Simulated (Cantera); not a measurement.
An isothermal, constant-pressure homogeneous reactor starts with 8.33 % NH3, 91.7 % N2, at 1850 K and 0.118 atm.

Detailed kinetics in Cantera: the gas-phase N/H chemistry of the illustrative SiF4/NH3 mechanism in the Surface Chemkin manual (1991). Walls and surfaces, which speed up NH3 decomposition in real reactors, are not modelled.

Task: Predict: x(NH3) at 2.00 s; x(N2) at 2.00 s; x(H2) at 2.00 s; x(H) at 2.00 s; x(NH2) at 2.00 s.

Result: 
```json
{
  "x(NH3) at 2.00 s": "0.0155 (gas-phase equilibrium 1.15e-7)",
  "x(N2) at 2.00 s": "0.891 (gas-phase equilibrium 0.884)",
  "x(H2) at 2.00 s": "0.0938 (gas-phase equilibrium 0.115)",
  "x(H) at 2.00 s": "0.000101 (gas-phase equilibrium 0.000531)",
  "x(NH2) at 2.00 s": "4.55e-5 (gas-phase equilibrium 1.46e-9)"
}
```
